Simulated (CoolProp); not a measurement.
The fluid at 590.95 K and 2.58 MPa is throttled through a valve to 0.0935 MPa with no heat exchange. The same conditions are run with several fluids, on thermodynamics alone (safety and materials aside).

Model: reference Helmholtz-energy equation of state of each fluid (n-hexane: Thol 2019; ammonia: Gao 2020; methane: Setzmann 1991; ethanol: Schroeder 2014; n-heptane: Span 2003), in CoolProp.

### Question
Rank n-hexane, ammonia, methane, ethanol, n-heptane by temperature change (K), highest first.

### Answer
methane (-1.8), ammonia (-8.9), n-hexane (-14.1), ethanol (-14.2), n-heptane (-19.3)

```csv
fluid,final density (kg/m³)
n-hexane,1.69
ammonia,0.329
methane,0.306
ethanol,0.901
n-heptane,1.99
```
